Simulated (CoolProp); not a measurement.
Model: reference Helmholtz-energy equation of state, Akasaka 2024, in CoolProp.

Give the vapour pressure (MPa), liquid density (kg/m³), vapour density (kg/m³), enthalpy of vaporisation (kJ/kg) of saturated R1132(E) at 337 K.


| T (K) | p (MPa) | liquid density (kg/m³) | vapour density (kg/m³) | enthalpy of vaporisation (kJ/kg) |
|---|---|---|---|---|
| 337 | 4.06 | 707 | 176 | 121 |
